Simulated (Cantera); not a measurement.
PbO + H2 (iron carbonyl, mercury and lead vapours)

Charge: 1 mol PbO, 0.16 mol H2, at 1.88 Torr.

Method: chemical equilibrium by Gibbs-energy minimisation in Cantera with the NASA 1993 tables (ideal gas, pure condensed phases). Candidate condensed phases: H2O, Pb, PbO, PbO2, Pb3O4; 12 gas species. Each liquid is taken as pure. Mutual solubility and eutectic melting of coexisting phases are not modelled. Gases not in the tables: (PbO)n polymers. Equilibrium is a limit: real reactors are often held back by kinetics, nucleation or transport.

```tsv
T (K)	log p H2O	log p PbO	log p Pb	log p O2	log p OH	log p H2	log p O	n Pb(l)	n PbO(yellow)	n PbO(l)
1150	-2.66	-4.64	-3.54	-9.50	-8.87	-6.28	-12.83	0.139	0.838	0
1200	-2.75	-4.17	-3.19	-8.76	-8.42	-6.26	-11.98	0.102	0	0.834
1250	-2.94	-3.74	-2.94	-7.97	-8.03	-6.41	-11.15	0	0	0.815
1300	-2.99	-3.35	-2.99	-6.68	-7.47	-6.71	-10.09	0	0	0.769
1350	-3.14	-2.98	-3.13	-5.29	-6.96	-7.19	-9.02	0	0	0.608
1400	-3.47	-2.79	-3.33	-4.17	-6.62	-7.74	-8.11	0	0	0
1450	-3.48	-2.81	-3.27	-4.00	-6.37	-7.51	-7.70	0	0	0
1500	-3.49	-2.84	-3.22	-3.86	-6.15	-7.28	-7.32	0	0	0
1550	-3.50	-2.88	-3.17	-3.75	-5.94	-7.06	-6.98	0	0	0
1600	-3.50	-2.92	-3.12	-3.66	-5.75	-6.85	-6.67	0	0	0
```
log p: log10 of the partial pressure in bar; n: condensed amount in mol.

At 1150 K the condensed part is Pb(l) + PbO(yellow). At 1200 K the condensed part is Pb(l) + PbO(l). From 1250 K to 1350 K the condensed part is PbO(l). From 1400 K to 1600 K nothing is condensed.
